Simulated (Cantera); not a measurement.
Cantera run:

```python
import numpy as np
import cantera as ct

gas_names = """
    AL ALCL ALCL2 ALCL3 ALH ALN AL2 AL2CL6 CL CL2 H HCL H2 N NH NH2 NH3 N2 N2H2 N2H4
""".split()
cond_names = """
    AL(cr) AL(L) ALCL3(s) ALCL3(L) ALN(s) NH4CL(a) NH4CL(b)
""".split()


def load(file, names, dense=False):
    # The tables refer to 1 bar. Condensed volumes are neglected.
    table = {s.name: s for s in ct.Species.list_from_file(file)}
    out = []
    for n in names:
        d = dict(table[n].input_data)
        d["thermo"] = dict(d["thermo"], **{"reference-pressure": 1e5})
        if dense:
            d["equation-of-state"] = {"model": "constant-volume", "density": "1e6 g/cm^3"}
        out.append(ct.Species.from_dict(d))
    return out


gas = ct.Solution(thermo="ideal-gas", species=load("nasa_gas.yaml", gas_names))
cond = {s.name: ct.Solution(thermo="fixed-stoichiometry", species=[s], name=s.name)
        for s in load("nasa_condensed.yaml", cond_names, dense=True)}
atoms = {
    'AlN': {'AL': 1, 'N': 1},
    'HCl': {'H': 1, 'CL': 1},
    'N2': {'N': 2},
}
top_T = {'ALN(s)': 2750}  # K; cautious upper limits of use, not melting points


def equilibrate(T, P, feed):
    n = {}
    for name, mol in feed.items():
        for a, k in atoms[name].items():
            n[a] = n.get(a, 0.0) + k * mol
    gas.TPX = T, P, n
    mass = sum(n.values()) * gas.mean_molecular_weight
    gas.equilibrate("TP")
    valid = [c for c in cond.values() if c.min_temp <= T <= top_T.get(c.name, c.max_temp)]
    mix = ct.Mixture([(gas, mass / gas.mean_molecular_weight)] + [(c, 0.0) for c in valid])
    mix.T, mix.P = T, P
    mix.equilibrate("TP", solver="vcs", rtol=1e-11, max_steps=5000)
    return mix


results = []
feed = {'AlN': 1, 'HCl': 2.1, 'N2': 0.73}  # mol
T = 2050  # K
P = 133.322  # Pa
mix = equilibrate(T, P, feed)
results.append((T, P, feed, dict(zip(mix.species_names, mix.species_moles))))
x = sorted(zip(gas.X, gas.species_names), reverse=True)
print(f"T = {T:g} K  P = {P:g} Pa  gas = {mix.phase_moles(0):.4g} mol")
print("   x: " + "  ".join(f"{s} {v:.3e}" for v, s in x if v > 1e-05))
print("   condensed (mol): " + ("  ".join(f"{mix.phase(i).name} {mix.phase_moles(i):.4g}"
      for i in range(1, mix.n_phases) if mix.phase_moles(i) > 1e-12) or "none"))
```

It prints:

```
T = 2050 K  P = 133.322 Pa  gas = 3.886 mol
   x: N2 3.165e-01  ALCL 2.359e-01  HCL 2.318e-01  H2 1.426e-01  CL 2.824e-02  H 2.346e-02  ALCL2 1.843e-02  ALCL3 2.537e-03  AL 4.872e-04
   condensed (mol): none
```

Cantera equilibrium calculation (NASA polynomials, part measured and part estimated; ideal gas, pure solids and liquids). The tables' values for AlCl2 are old estimates; treat these amounts as uncertain.
